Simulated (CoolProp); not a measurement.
Vapour-liquid equilibrium of R134a (1) + R152A (2) at 304.9 K; x and y are mole fractions of (1).

Values from CoolProp's multi-fluid Helmholtz-energy mixture model, Tillner-Roth 1994 and Outcalt 1996; pair parameters Lemmon 2004.

```csv
x,"bubble pressure, mixture model (bar)","bubble pressure, Raoult's law (bar)","y, mixture model","y, Raoult's law"
0.05,7.262,7.292,0.051,0.056
0.2,7.317,7.419,0.208,0.218
0.35,7.402,7.546,0.366,0.376
0.5,7.517,7.673,0.522,0.528
0.65,7.660,7.800,0.674,0.675
0.8,7.831,7.927,0.820,0.817
0.95,8.027,8.054,0.956,0.955
```

The largest gap from Raoult's law is -2.0 % in bubble pressure, at x = 0.5. No azeotrope shows between x = 0.05 and 0.95.

The pair parameters rest on a limited set of measurements; away from them the model extrapolates.
